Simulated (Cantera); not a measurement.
Charge: 1 mol MgCO3, 3.7 mol SO2, 4.5 mol H2O, equilibrated at 46.0 mbar.

Cantera equilibrium calculation (NASA polynomials, part measured and part estimated; ideal gas, pure solids and liquids). Candidate condensed phases: C, C6H6, C7H8, C8H18, H2O, H2SO4, Mg, MgCO3, MgO, Mg(OH)2, MgS, MgSO4, S; 130 gas species. Gases not in the tables: S3 to S7. Equilibrium is a limit: real reactors are often held back by kinetics, nucleation or transport.

log p: log10 of the partial pressure in bar; n: condensed amount in mol.

```
T (°C)  log p H2O  log p SO2  log p CO2  log p H2S  log p S2  log p H2  n MgSO4(s)  n MgO(s)
------  ---------  ---------  ---------  ---------  --------  --------  ----------  --------
427         -1.60      -1.87      -2.23      -2.95     -3.23     -5.46        1.00         0
527         -1.65      -1.73      -2.30      -6.91     -8.05     -6.18    0.000226     1.000
627         -1.65      -1.73      -2.30     -11.11      <-13     -7.05           0      1.00
727         -1.65      -1.73      -2.30     -11.14       [?]       [?]           0      1.00
827         -1.65      -1.73      -2.30     -11.17       [?]       [?]           0      1.00
927         -1.65      -1.73      -2.30     -11.14    -13.03     -5.97           0      1.00
1027        -1.65      -1.73      -2.30     -10.88    -12.59     -5.63           0      1.00
1127        -1.65      -1.73      -2.30     -10.38    -11.83     -5.25           0      1.00
1227        -1.65      -1.73      -2.30      -9.81    -11.01     -4.87           0     1.000
1327        -1.65      -1.73      -2.30      -9.28    -10.23     -4.52           0     1.000
1427        -1.65      -1.73      -2.31      -8.80     -9.54     -4.22           0     1.000
1527        -1.65      -1.73      -2.31      -8.36     -8.91     -3.94           0     1.000
```

Some entries are withheld; supply them.


- 727, log p S2: -13.29
- 727, log p H2: -6.63
- 827, log p S2: -13.19
- 827, log p H2: -6.28
